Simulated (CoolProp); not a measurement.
CH3F (R41) along the isotherm 320.2 K: density (kg/m³) from the reference equation and from simpler models built on Tc = 317.3 K, pc = 5.906 MPa, ω = 0.200; each cubic takes its own stable root.

Model: reference Helmholtz-energy equation of state, Lemmon 2006, in CoolProp. It is a short technical equation, of lower accuracy than the large ones.

```
p (MPa)          phase  reference  ideal gas  van der Waals  Redlich-Kwong  Soave-Redlich-Kwong  Peng-Robinson
-------  -------------  ---------  ---------  -------------  -------------  -------------------  -------------
0.0467             gas     0.5988     0.5970         0.5984         0.5986               0.5985         0.5987
0.106              gas      1.364      1.355          1.362          1.363                1.363          1.364
0.242              gas      3.143      3.094          3.131          3.137                3.136          3.141
0.55               gas      7.295      7.031          7.231          7.260                7.259          7.285
1.25               gas      17.45      15.98          17.09          17.25                17.24            [?]
2.85               gas      45.88      36.43          43.46          44.49                44.44          45.39
6.49     supercritical      399.7      82.96            [?]          292.3                  [?]            [?]
14.8     supercritical        [?]      189.2          369.5          455.9                454.6          505.2
```

Task: Fill in the missing entries.

Result: 
- 1.25, Peng-Robinson: 17.39
- 6.49, van der Waals: 262.3
- 6.49, Soave-Redlich-Kwong: 283.9
- 6.49, Peng-Robinson: 308.6
- 14.8, reference: 591.9
